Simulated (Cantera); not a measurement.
A perfectly stirred reactor is fed with 33.3 % NH3, 66.7 % H2, at 86000 Pa; it is held at 2198 K, and followed from long to short residence time.

Cantera simulation using the gas-phase N/H chemistry of the illustrative SiF4/NH3 mechanism in the Surface Chemkin manual (1991); the numbers are that mechanism's predictions, not measurements. Walls and surfaces, which speed up NH3 decomposition in real reactors, are not modelled.

One state of this run: x NH3 = 0.127; x H2 = 0.794; x NH = 3.22e-5; x N2H4 = 4.88e-8; x NH2 = 0.000725; x N2 = 0.0770. x: mole fraction; the columns are a selection and need not sum to one.

Question: Which value of τ (s) does it belong to?
A. 0.47
B. 0.010
C. 0.22
D. 0.0048

Answer: B, 0.010
